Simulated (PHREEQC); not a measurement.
A solution holds 13 mmol/kgw HNO3, 41 mmol/kgw CaCl2 and 1.2 mmol/kgw KCl, at 20 °C. Closed to the air; pH follows from the charge balance.

The numbers come from PHREEQC with the ion-association model, wateq4f.dat.

```
quantity                     before   after
---------------------------  ------  ------
pH                             1.98    7.00
SI of Portlandite (Ca(OH)2)  -21.07  -11.01
```

Question: Which change was made?
A. HNO3 left out
B. KCl replaced by K2CO3 at the same molality
C. 0.00047 mol/kgw HBr added
D. KCl from 0.0012 to 0.0024 mol/kgw

Answer: A, HNO3 left out

No solid was allowed to form.
